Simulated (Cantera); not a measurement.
An isothermal, constant-pressure homogeneous reactor starts with NO : N₂ = 1 : 5.4 (molar parts), at 1450 K and 0.987 atm. Integrator tolerance rtol = 1e-08.

Detailed kinetics in Cantera: GRI-Mech 3.0 (53 species, 325 reactions).

**Question.** What does this change do: NO 1 to 6.6 parts?

**Answer.** 
```csv
quantity,before,after
x(NO) at 10.0 s,0.154 (gas-phase equilibrium 0.000629),0.522 (gas-phase equilibrium 0.00105)
x(O) at 10.0 s,8.79e-8 (gas-phase equilibrium 5.64e-7),2.57e-7 (gas-phase equilibrium 1.06e-6)
x(O₂) at 10.0 s,0.00109 (gas-phase equilibrium 0.0778),0.0131 (gas-phase equilibrium 0.274)
x(NO₂) at 10.0 s,8.83e-5 (gas-phase equilibrium 2.39e-6),0.000872 (gas-phase equilibrium 7.48e-6)
x(N₂) at 10.0 s,0.845 (gas-phase equilibrium 0.922),0.464 (gas-phase equilibrium 0.724)
x(N₂O) at 10.0 s,7.66e-6 (gas-phase equilibrium 4.24e-8),8.78e-5 (gas-phase equilibrium 6.26e-8)
```
